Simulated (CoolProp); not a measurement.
Model: reference Helmholtz-energy equation of state, Lemmon 2005, in CoolProp. It is a short technical equation, of lower accuracy than the large ones.

Task: For trans-2-butene, give the phase and the cp (kJ/(kg K)) at 525 K and 0.101 MPa.

Result: 
- 525 K and 0.101 MPa: gas; cp 2.37
